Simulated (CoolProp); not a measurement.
The fluid at 370.53 K and 11.7 MPa (supercritical) is heated at constant pressure to 385.4 K. The same conditions are run with several fluids, on thermodynamics alone (safety and materials aside).

Model: reference Helmholtz-energy equation of state of each fluid (R125: Lemmon 2005; oxygen: Schmidt 1985; ethane: Bücker 2006; carbon monoxide: Lemmon 2006; C3F8 (R218): Lemmon 2006), in CoolProp.

Question: Rank R125, oxygen, ethane, carbon monoxide, C3F8 (R218) by heat (kJ/kg), highest first.

Answer: ethane (58.1), R125 (22.3), C3F8 (R218) (17.9), carbon monoxide (17.2), oxygen (15.4)

| fluid | final density (kg/m³) |
|---|---|
| R125 | 845 |
| oxygen | 116 |
| ethane | 174 |
| carbon monoxide | 98.5 |
| C3F8 (R218) | 1060 |

Above 300 K oxygen's equation is extrapolated.
